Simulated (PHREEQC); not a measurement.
Consider water at 55 °C with 0.13 mol H2SO4, 8.5e-05 mol K2SO4 and 0.00055 mol KH2PO4 per kg of water. It is in equilibrium with CO2 at log p = -2 (atm). Otherwise closed; pH follows from the charge balance.

Model: ion-association model, wateq4f.dat, run in PHREEQC.

| quantity | before | after |
|---|---|---|
| pH | 0.94 | 0.91 |
| ionic strength (mol/kgw) | 0.155 | 0.178 |
| SO4-2 (mol/kgw) | 0.0126 | 0.0237 |
| K+ (mol/kgw) | 0.000692 | 0.000689 |
| H3PO4 (mol/kgw) | 0.000519 | 0.000509 |
| H2PO4- (mol/kgw) | 3.10e-5 | 4.12e-5 |

### Question
Which change was made?
(A) 0.012 mol/kgw RbCl added
(B) KH2PO4 from 0.00055 to 0.000605 mol/kgw
(C) K2SO4 replaced by (NH4)2SO4 at the same molality
(D) K2SO4 left out
(E) temperature from 55 to 20 °C

### Answer
E, temperature from 55 to 20 °C

Precipitation was switched off in this run. H3PO4, which wateq4f.dat lacks, is added to it with the constant of phreeqc.dat. At this temperature some constants are extrapolated from 25 °C, and those without enthalpy data are left unchanged.
